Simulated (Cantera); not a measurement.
# Diamond growth

A diamond (100) surface in a fixed gas of H2 with x(CH4) = 0.0028, x(H) = 0.03, x(CH3) = 0.00011, at 1150 K; coverages are run to steady state.

Model: the Harris–Goodwin 1993 mechanism for the reconstructed diamond (100) surface, integrated in Cantera.

| P (Pa) | growth (µm/h) | θ c6HH | θ c6H* | θ c6*H | θ c6** | θ c6HM |
|---|---|---|---|---|---|---|
| 320 | 0.104 | 0.473 | 0.0331 | 0.469 | 0.0243 | 0.000309 |
| 640 | 0.305 | 0.472 | 0.0331 | 0.469 | 0.0243 | 0.000485 |
| 1300 | 0.843 | 0.472 | 0.0332 | 0.469 | 0.0243 | 0.000683 |
| 2700 | 2.16 | 0.472 | 0.0333 | 0.469 | 0.0243 | 0.000860 |
| 5400 | 4.88 | 0.472 | 0.0334 | 0.469 | 0.0243 | 0.000978 |
| 11000 | 10.6 | 0.472 | 0.0338 | 0.468 | 0.0244 | 0.00105 |
| 22000 | 22.1 | 0.472 | 0.0345 | 0.467 | 0.0246 | 0.00110 |
| 45000 | 46.5 | 0.472 | 0.0360 | 0.466 | 0.0249 | 0.00113 |
θ: site fractions in the mechanism's names (c6HH fully hydrogenated, c6H* and c6*H radical sites, c6** diradical, c6HM methylated).
